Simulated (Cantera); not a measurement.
A freely propagating, adiabatic, planar premixed flame of C3H8 : O2 : N2 : H2O = 1 : 6.33 : 23.8 : 0.83 (molar parts), equivalence ratio 0.79, unburnt at 400 K and 7500 Torr; unity-Lewis-number transport, grid criteria slope 0.08 and curve 0.16, no radiation.

Computed with Cantera and GRI-Mech 3.0 (53 species, 325 reactions). GRI-Mech 3.0 was tuned for natural gas; its chemistry of propane as a main component is partial and can be far from experiment. Unity Lewis numbers drop preferential diffusion, which matters most where H2 and H carry the flame. Burning velocities carry a grid error of a few per cent, more on coarse grids.

### Question
Predict: laminar burning velocity; thermal thickness; peak x(HCN); peak x(H2); peak x(CH2CO).

### Answer
```json
{
 "laminar_burning_velocity": "21.6 cm/s",
 "thermal_thickness": "0.0778 mm",
 "peak x(HCN)": "3.86e-7",
 "peak x(H2)": "0.00550",
 "peak x(CH2CO)": "0.000839"
}
```
